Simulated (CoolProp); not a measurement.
The fluid at 466.73 K and 0.254 MPa (gas) is heated at constant pressure to 499.1 K. The same conditions are run with several fluids, on thermodynamics alone (safety and materials aside).

Computed with CoolProp (reference Helmholtz-energy equation of state of each fluid (CF4 (R14): Platzer 1990; cis-2-butene: Lemmon 2005; n-octane: Beckmüller 2019; c-C4F8 (RC318): Platzer 1990)). The equations of Platzer and Polt are older, rougher fits.

```
fluid           heat (kJ/kg)  final density (kg/m³)
--------------  ------------  ---------------------
CF4 (R14)               29.0                   5.39
cis-2-butene            69.9                    [?]
n-octane                80.9                    [?]
c-C4F8 (RC318)          33.1                    [?]
```

Question: Complete the blanks.

Answer: 
- cis-2-butene, final density (kg/m³): 3.48
- n-octane, final density (kg/m³): 7.45
- c-C4F8 (RC318), final density (kg/m³): 12.4
